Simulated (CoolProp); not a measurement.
Saturation properties of ethylene.

Computed with CoolProp (reference Helmholtz-energy equation of state, Smukala 2000).

| T (K) | p (MPa) | vapour density (kg/m³) | surface tension (mN/m) |
|---|---|---|---|
| 149 | ___ | 0.5805 | 19.8 |
| 162.4 | 0.06586 | 1.402 | 17.5 |
| 175.9 | 0.1464 | 2.936 | 15.2 |
| 189.3 | 0.2861 | ___ | ___ |
| 202.7 | 0.5080 | 9.425 | ___ |
| 216.2 | 0.8399 | 15.34 | ___ |
| 229.6 | 1.303 | 23.88 | 6.70 |
| 243.1 | 1.934 | ___ | 4.74 |
| 256.5 | 2.753 | 55.05 | 2.91 |

Fill in the missing entries.


- 149, p (MPa): 0.02532
- 189.3, vapour density (kg/m³): 5.477
- 189.3, surface tension (mN/m): 13.0
- 202.7, surface tension (mN/m): 10.9
- 216.2, surface tension (mN/m): 8.73
- 243.1, vapour density (kg/m³): 36.38

It boils at 169.4 K under 1 atm.

Surface tension comes from a separate correlation (Mulero 2012).
